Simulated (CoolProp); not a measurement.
Carbon dioxide at 298.15 K and 1.96 MPa flows at 0.49 m/s in a round tube of 10 mm bore and 15 µm roughness, fully developed (64/Re and Nu = 3.66 if laminar; Colebrook and Gnielinski if turbulent). Each further row changes one setting.

Computed with CoolProp (reference Helmholtz-energy equation of state, Span 1996).

```tsv
case	Reynolds number	Darcy friction factor	pressure drop (Pa/m)	heat-transfer coefficient (W/(m² K))	mass flow (kg/h)
as stated	…	0.0316	14.7	76.3	…
velocity 0.98 m/s	25100	0.0278	…	…	10.8
diameter 20 mm	25100	…	…	…	…
```

Q: What belongs in the gaps?

A: 
- as stated, Reynolds number: 12500
- as stated, mass flow (kg/h): 5.39
- velocity 0.98 m/s, pressure drop (Pa/m): 51.9
- velocity 0.98 m/s, heat-transfer coefficient (W/(m² K)): 140
- diameter 20 mm, Darcy friction factor: 0.0262
- diameter 20 mm, pressure drop (Pa/m): 6.13
- diameter 20 mm, heat-transfer coefficient (W/(m² K)): 65.7
- diameter 20 mm, mass flow (kg/h): 21.5

Viscosity comes from a separate model (Laesecke 2017). Thermal conductivity comes from a separate model (Huber 2016).
